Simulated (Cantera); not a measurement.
SiH4 + HCl + H2 (silicon epitaxy and polysilicon growth)

Input: 1 mol SiH4, 1.5 mol HCl, 33 mol H2, equilibrated at 100000 Pa.

Cantera equilibrium calculation (NASA polynomials, part measured and part estimated; ideal gas, pure solids and liquids). Candidate condensed phases: Si; 19 gas species. The tables' values for SiCl3 are old estimates; treat these amounts as uncertain. The numbers say what is thermodynamically allowed, not how fast it happens.

```csv
T (K),log p H2,log p HCl,log p SiHCl3,log p SiCl4,log p SiCl2,n Si(s)
850,-0.01,-2.90,-2.19,-2.31,-5.72,0.565
950,-0.01,-2.45,-2.23,-2.33,-4.70,0.589
1050,-0.01,-2.10,-2.29,-2.40,-3.91,0.634
1150,-0.01,-1.83,-2.41,-2.54,-3.30,0.700
1250,-0.01,-1.64,-2.63,-2.81,-2.87,0.771
1350,-0.01,-1.54,-2.97,-3.26,-2.62,0.823
1450,-0.02,-1.50,-3.42,-3.84,-2.50,0.845
1550,-0.02,-1.49,-3.87,-4.43,-2.44,0.849
```
log p: log10 of the partial pressure in bar; n: condensed amount in mol.

From 850 K to 1550 K the condensed part is Si(s). The main Si-bearing gas is SiHCl3 at 850 K and SiCl2 at 1550 K. The share of Si in condensed phases is highest at 1550 K (84.9 %) and lowest at 850 K (56.5 %).
